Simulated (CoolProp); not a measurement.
Octamethylcyclotetrasiloxane (D4) along the isobar 6.64 MPa: density (kg/m³) from the reference equation and from simpler models built on Tc = 586.5 K, pc = 1.347 MPa, ω = 0.598; each cubic takes its own stable root.

Model: reference Helmholtz-energy equation of state, Thol 2015, in CoolProp.

| T (K) | phase | reference | van der Waals | Peng-Robinson |
|---|---|---|---|---|
| 539.8 | liquid | 684.7 | 471.9 | [?] |
| 551.3 | liquid | 669.8 | 467.1 | [?] |
| 562.7 | liquid | 654.8 | [?] | 682.1 |
| 574.2 | liquid | 639.3 | 457.3 | 663.7 |
| 585.6 | liquid | [?] | 452.4 | 644.9 |
| 597.1 | supercritical | [?] | 447.4 | 625.5 |
| 608.5 | supercritical | 591.1 | 442.4 | [?] |
| 620 | supercritical | 574.4 | 437.3 | 585.8 |

Question: Some entries are withheld; supply them.

Answer: 
- 539.8, Peng-Robinson: 716.9
- 551.3, Peng-Robinson: 699.7
- 562.7, van der Waals: 462.2
- 585.6, reference: 623.6
- 597.1, reference: 607.4
- 608.5, Peng-Robinson: 605.9
